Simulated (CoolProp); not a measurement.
The fluid at 570 K and 13.2 MPa is throttled through a valve to 2.93 MPa with no heat exchange. The same conditions are run with several fluids, on thermodynamics alone (safety and materials aside).

Model: reference Helmholtz-energy equation of state of each fluid (isobutane: Bücker 2006; propylene: Lemmon 2013; n-pentane: Thol 2019; n-octane: Beckmüller 2019; oxygen: Schmidt 1985), in CoolProp.

| fluid | temperature change (K) | final phase | final density (kg/m³) |
|---|---|---|---|
| isobutane | -33.0 | gas | 42.8 |
| propylene | -29.3 | gas | 29.1 |
| n-pentane | -46.2 | gas | 63.2 |
| n-octane | -6.6 | liquid | 382 |
| oxygen | -3.7 | gas | 19.8 |

Above 300 K oxygen's equation is extrapolated.
